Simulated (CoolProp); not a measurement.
R22 along the isotherm 387.8 K: density (kg/m³) from the reference equation and from simpler models built on Tc = 369.3 K, pc = 4.990 MPa, ω = 0.221; each cubic takes its own stable root.

Values from CoolProp's reference Helmholtz-energy equation of state, Kamei 1995.

| p (MPa) | phase | reference | van der Waals | Peng-Robinson |
|---|---|---|---|---|
| 1.56 | gas | 46.33 | 45.91 | 46.83 |
| 3.12 | gas | 106.0 | 104.0 | 108.1 |
| 4.68 | gas | 193.9 | 190.2 | 198.8 |
| 6.24 | supercritical | 382.9 | 427.5 | 379.6 |
| 7.8 | supercritical | 687.6 | 545.8 | 613.9 |
| 9.36 | supercritical | 787.1 | 594.2 | 720.8 |
| 10.9 | supercritical | 841.4 | 626.0 | 786.4 |
| 12.5 | supercritical | 880.8 | 651.1 | 836.6 |
